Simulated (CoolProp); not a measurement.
Vapour-liquid equilibrium of n-decane (1) + n-dodecane (2) at 303 K; x and y are mole fractions of (1).

The numbers come from the multi-fluid Helmholtz-energy mixture model, Lemmon 2006 and Lemmon 2004; pair parameters Bell 2016 in CoolProp.

Q: Give the bubble pressure and the first vapour's composition at x = 0.2, 0.65, 0.725. Is there an azeotrope?

A: x = 0.2: 7.291e-5 MPa, y = 0.709; x = 0.65: 0.0001768 MPa, y = 0.947; x = 0.725: 0.0001933 MPa, y = 0.961. No azeotrope shows between x = 0.05 and 0.95.

Pair parameters are fitted to limited data, so mixtures are less certain than the pure fluids.
